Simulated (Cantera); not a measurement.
**Transport properties of process gases**

Gas mixture: CO₂ : CO : C₂H₄ : C₃H₈ = 0.93 : 0.35 : 0.072 : 0.6 (molar parts), at 9.87 atm, frozen composition.

Cantera's kinetic-theory transport with the Lennard-Jones parameters of GRI-Mech 3.0, ideal gas; thermal conductivity in the mixture-averaged form. The composition is frozen, though it would react at the higher temperatures.

```
T (K)  ρ (kg/m³)  cp (J/kg/K)  μ (µPa s)  λ (mW/m/K)     Pr  D (cm²/s) CH₄  D (cm²/s) H₂  D (cm²/s) N₂
-----  ---------  -----------  ---------  ----------  -----  -------------  ------------  ------------
400         12.2         1375       16.2        28.3  0.787         0.0276         0.100        0.0251
650         7.51         1804       24.2        52.2  0.836         0.0655         0.229        0.0587
900         5.42         2099       30.9        75.0  0.865          0.115         0.395         0.102
1150        4.24         2298       36.8        96.1  0.879          0.174         0.593         0.155
1400        3.49         2441       42.1         116  0.889          0.242         0.823         0.215
1650        2.96         2551       47.0         134  0.897          0.319          1.08         0.283
1900        2.57         2634       51.6         151  0.902          0.403          1.36         0.357
2150        2.27         2696       56.0         167  0.906          0.495          1.67         0.439
```
D: mixture-averaged diffusion coefficient of that species in the mixture.
